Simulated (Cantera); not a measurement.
## Equilibrium for iron carbonyl, mercury and lead vapours: Pb + O2 + H2 + CO

Input: 1 mol Pb, 0.068 mol O2, a varied amount of H2, 0.25 mol CO, equilibrated at 76000 Pa.

These are equilibrium values from Cantera (NASA tables, ideal gas, pure condensed phases), not measurements of a reactor. Candidate condensed phases: C, C6H6, C7H8, C8H18, H2O, Pb, PbO, PbO2, Pb3O4; 113 gas species. Kinetics and transport are ignored.

### Question
Map the stable condensed phases over T = 602, 652, 702, 752, 802, 852, 902, 952, 1002, 1052, 1102, 1152, 1202, 1252 °C and n(H2) in mol = 2.5, 3.6, 5.2, 7.5, 11, 16, 23, 33, 47.

### Answer
```
T in °C \ n(H2) in mol
         2.5 3.6 5.2 7.5  11  16  23  33  47
   1252    A   A   A   A   A   A   A   B   B
   1202    A   A   A   A   A   A   A   A   B
   1152    A   A   A   A   A   A   A   A   A
   1102    A   A   A   A   A   A   A   A   A
   1052    A   A   A   A   A   A   A   A   A
   1002    A   A   A   A   A   A   A   A   A
    952    A   A   A   A   A   A   A   A   A
    902    A   A   A   A   A   A   A   A   A
    852    A   A   A   A   A   A   A   A   A
    802    A   A   A   A   A   A   A   A   A
    752    A   A   A   A   A   A   A   A   A
    702    A   A   A   A   A   A   A   A   A
    652    A   A   A   A   A   A   A   A   A
    602    A   A   A   A   A   A   A   A   A
```
A: Pb; B: gas only.
